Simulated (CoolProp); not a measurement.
Vapour-liquid equilibrium of R227EA (1) + isobutene (2) at 243.2 K; x and y are mole fractions of (1).

Computed with CoolProp (multi-fluid Helmholtz-energy mixture model, Lemmon 2016 and Lemmon 2005; pair parameters Bell 2016).

| x | bubble pressure (kPa) | y at the bubble point | dew pressure at overall composition x (kPa) | liquid density (mol/L) |
|---|---|---|---|---|
| 0.05 | 45.90 | ___ | 39.08 | 11.46 |
| 0.2 | 58.52 | 0.448 | 45.04 | 11.01 |
| 0.35 | 62.69 | 0.523 | 52.69 | 10.60 |
| 0.5 | 64.24 | ___ | 61.53 | 10.25 |
| 0.65 | 64.53 | 0.627 | 64.30 | 9.935 |
| 0.8 | ___ | 0.720 | 60.53 | 9.664 |
| 0.95 | ___ | 0.901 | 55.68 | 9.426 |

Problem. Some entries are withheld; supply them.

Solution. 
- 0.05, y at the bubble point: 0.219
- 0.5, y at the bubble point: 0.571
- 0.8, bubble pressure (kPa): 62.86
- 0.95, bubble pressure (kPa): 57.27

y crosses x between x = 0.5 and 0.65: the model has an azeotrope there.

Pair parameters are fitted to limited data, so mixtures are less certain than the pure fluids.
